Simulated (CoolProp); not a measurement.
Vapour pressure (MPa) of octamethyltrisiloxane (MDM): the reference equation beside estimates from Tc = 292.2 °C, pc = 1.438 MPa, ω = 0.528. Clausius-Clapeyron is anchored at 59.15 °C with a constant enthalpy of vaporisation of 45.17 kJ/mol.

Model: reference Helmholtz-energy equation of state, Thol 2017, in CoolProp.

```json
[
 {"T (°C)": "-16.35", "reference": "1.891e-5", "Lee-Kesler": "2.298e-5", "Clausius-Clapeyron": "2.860e-5", "van der Waals": "0.02024", "Redlich-Kwong": "0.0007720", "Soave-Redlich-Kwong": "2.314e-5", "Peng-Robinson": "2.868e-5"},
 {"T (°C)": "21.35", "reference": "0.0003917", "Lee-Kesler": "0.0004203", "Clausius-Clapeyron": "0.0004290", "van der Waals": "0.05245", "Redlich-Kwong": "0.005628", "Soave-Redlich-Kwong": "0.0004234", "Peng-Robinson": "0.0004790"},
 {"T (°C)": "59.15", "reference": "0.003498", "Lee-Kesler": "0.003551", "Clausius-Clapeyron": "0.003498", "van der Waals": "0.1108", "Redlich-Kwong": "0.02363", "Soave-Redlich-Kwong": "0.003563", "Peng-Robinson": "0.003803"},
 {"T (°C)": "96.85", "reference": "0.01776", "Lee-Kesler": "0.01768", "Clausius-Clapeyron": "0.01850", "van der Waals": "0.2026", "Redlich-Kwong": "0.06934", "Soave-Redlich-Kwong": "0.01767", "Peng-Robinson": "0.01819"},
 {"T (°C)": "134.55", "reference": "0.06174", "Lee-Kesler": "0.06116", "Clausius-Clapeyron": "0.07192", "van der Waals": "0.3348", "Redlich-Kwong": "0.1608", "Soave-Redlich-Kwong": "0.06120", "Peng-Robinson": "0.06159"},
 {"T (°C)": "172.25", "reference": "0.1652", "Lee-Kesler": "0.1636", "Clausius-Clapeyron": "0.2222", "van der Waals": "0.5131", "Redlich-Kwong": "0.3167", "Soave-Redlich-Kwong": "0.1647", "Peng-Robinson": "0.1637"},
 {"T (°C)": "210.05", "reference": "0.3685", "Lee-Kesler": "0.3655", "Clausius-Clapeyron": "0.5768", "van der Waals": "0.7431", "Redlich-Kwong": "0.5557", "Soave-Redlich-Kwong": "0.3710", "Peng-Robinson": "0.3669"},
 {"T (°C)": "247.75", "reference": "0.7206", "Lee-Kesler": "0.7180", "Clausius-Clapeyron": "1.302", "van der Waals": "1.027", "Redlich-Kwong": "0.8929", "Soave-Redlich-Kwong": "0.7310", "Peng-Robinson": "0.7240"}
]
```

Absolute difference from the reference over all 8 rows, mean and median: Lee-Kesler 4.2 and 1.0 %, Clausius-Clapeyron 31.6 and 25.5 %, van der Waals 15641.1 and 741.5 %, Redlich-Kwong 814.0 and 225.4 %, Soave-Redlich-Kwong 4.5 and 1.2 %, Peng-Robinson 10.9 and 1.7 %.
